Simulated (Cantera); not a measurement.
A Cantera script and its output.

```python
import numpy as np
import cantera as ct

surf = ct.Interface("ptcombust.yaml", "Pt_surf")
gas = surf.adjacent["gas"]
gas.TPX = 700, 240000, {'H2': 0.012, 'O2': 0.17, 'N2': 0.55}
surf.TP = 700, 240000
reactor = ct.FlowReactor(gas, clone=False)
reactor.area = 0.0001  # m2
reactor.surface_area_to_volume_ratio = 370  # 1/m
reactor.mass_flow_rate = 2.8 * reactor.area * gas.density  # inlet velocity 2.8 m/s
reactor.energy_enabled = False
wall = ct.ReactorSurface(surf, reactor, clone=False)
net = ct.ReactorNet([reactor])
net.rtol, net.atol = 1e-8, 1e-16
show, cover = ['H2', 'O2', 'H2O'], ['PT(S)', 'H(S)', 'O(S)', 'OH(S)', 'CO(S)', 'C(S)']

rows = []
print(f"{'z/m':>9s}{'u/(m/s)':>9s}" + "".join(f"{s:>13s}" for s in show + cover))
for z in [0.00033, 0.00071, 0.0015, 0.0033, 0.0071, 0.015, 0.033]:
    net.advance(z)
    rows.append([reactor.speed, *gas[show].X, *surf[cover].coverages])
    print(f"{z:9.4g}{rows[-1][0]:9.3g}" + "".join(f"{x:13.4e}" for x in rows[-1][1:]))
```

It prints:

```
      z/m  u/(m/s)           H2           O2          H2O        PT(S)         H(S)         O(S)        OH(S)        CO(S)         C(S)
  0.00033      2.8   1.3946e-02   2.3129e-01   2.4672e-03   1.0820e-01   1.3745e-07   8.8323e-01   8.5567e-03  -1.4471e-25  -1.0526e-28
  0.00071     2.79   1.1890e-02   2.3050e-01   4.5405e-03   9.2580e-02   1.0072e-07   8.9889e-01   8.5178e-03   1.9046e-25   1.3640e-28
   0.0015     2.79   9.0855e-03   2.2941e-01   7.3683e-03   7.1112e-02   5.9947e-08   9.2070e-01   8.1664e-03   8.1684e-26   2.8714e-29
   0.0033     2.79   5.8899e-03   2.2818e-01   1.0590e-02   4.6442e-02   2.6350e-08   9.4631e-01   7.2295e-03  -1.2205e-24  -5.1047e-28
   0.0071     2.78   3.3620e-03   2.2720e-01   1.3139e-02   2.6846e-02   9.3492e-09   9.6727e-01   5.8697e-03   1.6790e-26   1.2259e-29
    0.015     2.78   1.7552e-03   2.2657e-01   1.4759e-02   1.4553e-02   2.9781e-09   9.8095e-01   4.4949e-03   6.7095e-28   6.0180e-31
    0.033     2.78   8.0028e-04   2.2621e-01   1.5722e-02   7.7140e-03   8.8965e-10   9.8894e-01   3.3468e-03   3.6678e-28  -1.2187e-30
```

Model: Deutschmann's 1995 Pt surface mechanism with GRI-Mech 3.0 gas chemistry, integrated in Cantera. Catalytic surfaces can have several steady states; this one follows from the mechanism file's or the stated starting coverage. Mass transfer to the wall is taken as infinitely fast.
